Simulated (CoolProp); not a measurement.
Vapour-liquid equilibrium of R125 (1) + R143a (2) at 3.14 bar; x and y are mole fractions of (1).

Values from CoolProp's multi-fluid Helmholtz-energy mixture model, Lemmon 2005 and Lemmon and Jacobsen 2000; pair parameters Lemmon 2004.

| x | bubble temperature (°C) | y at the bubble point | dew temperature at overall composition x (°C) | liquid density (mol/L) |
|---|---|---|---|---|
| 0.05 | -20.0 | 0.048 | -20.0 | 12.89 |
| 0.15 | -20.0 | 0.148 | -20.0 | 12.76 |
| 0.25 | -19.9 | 0.251 | -19.9 | 12.63 |
| 0.35 | -20.0 | 0.356 | -20.0 | 12.51 |
| 0.45 | -20.1 | 0.462 | -20.1 | 12.39 |
| 0.55 | -20.3 | 0.567 | -20.2 | 12.28 |
| 0.65 | -20.5 | 0.671 | -20.5 | 12.16 |
| 0.75 | -20.9 | 0.771 | -20.8 | 12.05 |
| 0.85 | -21.2 | 0.867 | -21.2 | 11.94 |
| 0.95 | -21.7 | 0.957 | -21.6 | 11.84 |

y crosses x between x = 0.15 and 0.25: the model has an azeotrope there.

The pair parameters rest on a limited set of measurements; away from them the model extrapolates.
